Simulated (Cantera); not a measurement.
Equilibrium for carbon deposition, reforming and gasification: C2H5OH + CO2 + N2

A closed system holds: 1 mol C2H5OH, 0.16 mol CO2, 0.24 mol N2, held at 0.100 bar.

Equilibrium computed with Cantera from the NASA thermochemical tables; the gas is ideal and each condensed phase is pure. Candidate condensed phases: C, C6H6, C7H8, C8H18, H2O; 169 gas species. Ions and electrons are included (thermal ionisation). The numbers say what is thermodynamically allowed, not how fast it happens.

At 3000 K the condensed part is C(graphite). From 3500 K to 5000 K nothing is condensed. The main C-bearing gas is CO throughout.

```
T (K)  log p H  log p H2  log p CO  log p C  log p N2  log p C2H2 (acetylene)  log p HCN  log p C3  log p N  log p CN  n C(graphite)
-----  -------  --------  --------  -------  --------  ----------------------  ---------  --------  -------  --------  -------------
3000     -1.52     -1.44     -1.61    -4.30     -2.51                   -2.64      -2.67     -3.51    -6.11     -3.74          0.339
3500     -1.21     -1.97     -1.73    -2.93     -2.60                   -3.43      -3.06     -2.73    -4.96     -3.12              0
4000     -1.15     -2.71     -1.78    -2.26     -2.63                   -5.08      -3.86     -3.23    -4.07     -2.99              0
4500     -1.15     -3.37     -1.80    -2.06     -2.63                   -7.08      -4.84     -4.57    -3.36     -3.19              0
5000     -1.15     -3.92     -1.81    -2.02     -2.71                   -8.93      -5.78     -6.01    -2.83     -3.51              0
```
log p: log10 of the partial pressure in bar; n: condensed amount in mol.
